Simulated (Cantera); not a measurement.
A closed system holds: 1 mol B, 0.55 mol H2O, 6.4 mol H2, at 3.98 Torr.

Cantera equilibrium calculation (NASA polynomials, part measured and part estimated; ideal gas, pure solids and liquids). Candidate condensed phases: B, B2O3, B3O3H3, H2O; 23 gas species. Mutual solubility and eutectic melting of coexisting phases are not modelled. Kinetics and transport are ignored.

**Question.** At 1375 K, list the 4 most abundant gas species with their mole fractions, and the condensed phases.

**Answer.** H2 0.987, HBO 0.0111, B2O2 0.00134, B3O3H3 0.000498. Condensed: B(s) + B2O3(l).
